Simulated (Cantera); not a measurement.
Ignition delay

Mixture: C₃H₈ : O₂ : N₂ : H₂O = 1 : 7.69 : 28.5 : 5.5 (molar parts), equivalence ratio 0.65, at 9.87 atm, adiabatic and at constant volume. Ignition delay is the time to a rise of 400 K.

Model: GRI-Mech 3.0 (53 species, 325 reactions), integrated in Cantera. GRI-Mech 3.0 was tuned for natural gas; its chemistry of propane as a main component is partial and can be far from experiment.

| T0 (K) | delay (ms) |
|---|---|
| 1323 | 0.193 |
| 1423 | 0.0483 |
| 1523 | 0.0155 |
| 1623 | 0.00625 |
| 1723 | 0.00306 |
| 1823 | 0.00176 |
| 1923 | 0.00114 |
| 2023 | 0.000809 |

```json
{
 "apparent activation energy between 1823 and 2023 K": "120 kJ/mol"
}
```
